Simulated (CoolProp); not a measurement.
Properties of hexamethyldisiloxane (MM) along the isotherm 588.2 K.

Values from CoolProp's reference Helmholtz-energy equation of state, Thol 2016.

| p (MPa) | phase | density (kg/m³) | cp (kJ/(kg K)) | cv (kJ/(kg K)) | Joule-Thomson coefficient (K/MPa) | isothermal compressibility (1/MPa) | fugacity coefficient |
|---|---|---|---|---|---|---|---|
| 0.00305 | gas | 0.1013 | 2.205 | 2.154 | 6.004 | 328.0 | 0.9996 |
| 0.00475 | gas | 0.1578 | 2.205 | 2.154 | 6.006 | 210.6 | 0.9994 |
| 0.0074 | gas | 0.2459 | 2.205 | 2.154 | 6.008 | 135.3 | 0.9991 |
| 0.0115 | gas | 0.3823 | 2.206 | 2.154 | 6.012 | 87.07 | 0.9986 |
| 0.0179 | gas | 0.5956 | 2.206 | 2.154 | 6.018 | 55.98 | 0.9979 |
| 0.0279 | gas | 0.9294 | 2.206 | 2.154 | 6.027 | 35.96 | 0.9967 |
| 0.0435 | gas | 1.452 | 2.207 | 2.154 | 6.042 | 23.11 | 0.9949 |
| 0.0678 | gas | 2.269 | 2.208 | 2.155 | 6.066 | 14.87 | 0.9920 |
| 0.105 | gas | 3.530 | 2.210 | 2.155 | 6.102 | 9.644 | 0.9877 |
| 0.164 | gas | 5.553 | 2.213 | 2.156 | 6.159 | 6.220 | 0.9808 |
| 0.256 | gas | 8.767 | 2.218 | 2.157 | 6.251 | 4.031 | 0.9701 |
| 0.398 | gas | 13.88 | 2.226 | 2.159 | 6.397 | 2.641 | 0.9538 |
| 0.62 | gas | 22.26 | 2.240 | 2.163 | 6.633 | 1.748 | 0.9285 |
| 0.966 | gas | 36.41 | 2.267 | 2.168 | 7.020 | 1.181 | 0.8900 |
